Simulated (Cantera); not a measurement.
Premixed flame

A freely propagating, adiabatic, planar premixed flame of 25.4 % H₂, 19.0 % O₂, 55.6 % N₂, unburnt at 550 K and 0.967 atm; mixture-averaged transport, grid criteria slope 0.08 and curve 0.16, no radiation.

Cantera simulation using the H2/O2 subset of GRI-Mech 3.0, which has no nitrogen chemistry; the numbers are that mechanism's predictions, not measurements. Burning velocities carry a grid error of a few per cent, more on coarse grids. Lean hydrogen flames are cellular in practice and burn faster than this planar one.

```csv
z (mm),T (K),u (m/s),x H₂,x O₂,x H,x H₂O₂,x H₂O,x HO₂
-1.21,550,5.51,0.254,0.190,<1e-8,<1e-8,<1e-8,<1e-8
-0.809,550,5.51,0.254,0.190,<1e-8,<1e-8,<1e-8,<1e-8
-0.607,550,5.51,0.254,0.190,<1e-8,<1e-8,<1e-8,<1e-8
-0.404,550,5.51,0.254,0.190,<1e-8,<1e-8,5.74e-7,4.99e-7
-0.202,572,5.67,0.246,0.192,9.67e-5,7.52e-6,0.000993,0.000279
-0.101,810,7.80,0.204,0.187,0.00473,2.70e-5,0.0236,0.000257
0,1241,11.6,0.110,0.148,0.0255,9.10e-6,0.110,0.000122
0.101,1547,14.3,0.0412,0.0972,0.0361,4.01e-6,0.195,6.64e-5
0.202,1704,15.6,0.0255,0.0815,0.0315,2.14e-6,0.221,4.58e-5
0.404,1869,17.0,0.0209,0.0762,0.0217,1.10e-6,0.234,3.13e-5
0.809,2028,18.2,0.0165,0.0734,0.0126,6.27e-7,0.247,1.98e-5
1.62,2163,19.3,0.0112,0.0718,0.00613,4.16e-7,0.259,1.18e-5
3.23,2263,20.0,0.00651,0.0712,0.00245,3.25e-7,0.270,7.73e-6
```
x: mole fraction of selected species; z is measured from the peak of heat release.

```
Item                        Result
------------------------  --------
laminar burning velocity  551 cm/s
thermal thickness         0.404 mm
peak x(H)                   0.0361
peak x(H₂O₂)               2.79e-5
peak x(HO₂)               0.000385
grid points                    124
```
